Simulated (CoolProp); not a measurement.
Properties of normal hydrogen along the isobar 0.541 MPa.

Model: reference Helmholtz-energy equation of state, Leachman 2009, in CoolProp.

```
T (K)   phase  cv (kJ/(kg K))  isothermal compressibility (1/MPa)
-----  ------  --------------  ----------------------------------
20.8   liquid           5.694                             0.01902
27.4   liquid               ?                             0.06016
34.1      gas           6.440                                   ?
40.7      gas               ?                               2.021
47.4      gas               ?                               1.951
54        gas           6.296                               1.914
60.7      gas           6.323                               1.891
67.3      gas               ?                               1.877
74        gas           6.478                               1.867
80.6      gas           6.602                               1.861
87.3      gas           6.754                               1.856
93.9      gas           6.923                               1.852
100.6     gas               ?                               1.850
107.2     gas           7.298                               1.848
```

Fill in the missing entries.


- 27.4, cv (kJ/(kg K)): 6.109
- 34.1, isothermal compressibility (1/MPa): 2.185
- 40.7, cv (kJ/(kg K)): 6.339
- 47.4, cv (kJ/(kg K)): 6.301
- 67.3, cv (kJ/(kg K)): 6.383
- 100.6, cv (kJ/(kg K)): 7.108
